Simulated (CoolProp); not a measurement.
Saturation properties of cis-2-butene (Tc = 435.8 K, pc = 4.236 MPa, ω = 0.202).

Computed with CoolProp (reference Helmholtz-energy equation of state, Lemmon 2005). It is a short technical equation, of lower accuracy than the large ones.

```csv
T (K),p (MPa),enthalpy of vaporisation (kJ/kg),vapour Z
250.6,0.03286,438.8,0.9810
259.6,0.04980,430.6,0.9748
268.6,0.07306,422.1,0.9673
277.6,0.1042,413.5,0.9584
286.6,0.1448,404.6,0.9481
295.6,0.1967,395.3,0.9362
304.6,0.2617,385.6,0.9228
313.6,0.3420,375.5,0.9076
322.6,0.4396,364.8,0.8906
331.6,0.5567,353.6,0.8718
340.6,0.6956,341.7,0.8509
349.6,0.8587,328.9,0.8278
358.6,1.048,315.2,0.8024
367.6,1.267,300.3,0.7743
376.6,1.518,284.1,0.7432
```

It boils at 276.9 K under 1 atm.
